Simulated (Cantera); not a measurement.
Equilibrium for silicon nitride deposition: SiF4 + N2 + H2

Charge: 1 mol SiF4, 0.75 mol N2, 94 mol H2, at 78.0 mbar.

Method: chemical equilibrium by Gibbs-energy minimisation in Cantera with the NASA 1993 tables (ideal gas, pure condensed phases). Candidate condensed phases: Si, Si3N4; 37 gas species. N2 is the only nitrogen source here; it is nearly inert below about 1500 K, so the nitride shown seldom forms there in practice. The tables' values for SiF3, SiF2 are old estimates; treat these amounts as uncertain. Kinetics and transport are ignored.

```tsv
T (K)	x H2	x SiF4	x N2	x HF	n Si3N4(s)
975	0.982	0.0103	0.00781	0.000190	0.000893
1025	0.982	0.0103	0.00780	0.000284	0.00131
1075	0.981	0.0102	0.00779	0.000408	0.00183
1125	0.981	0.0101	0.00778	0.000568	0.00244
1175	0.981	0.00997	0.00777	0.000767	0.00307
1225	0.981	0.00978	0.00776	0.00101	0.00362
1275	0.981	0.00953	0.00775	0.00129	0.00386
1325	0.980	0.00918	0.00776	0.00163	0.00345
1375	0.980	0.00870	0.00779	0.00200	0.00184
1425	0.979	0.00810	0.00783	0.00252	0
```
x: gas mole fraction; n: condensed amount in mol.

From 975 K to 1375 K the condensed part is Si3N4(s). At 1425 K nothing is condensed. The main Si-bearing gas is SiF4 throughout. The share of Si in condensed phases is highest at 1275 K (1.2 %) and lowest at 1425 K (0.0 %).
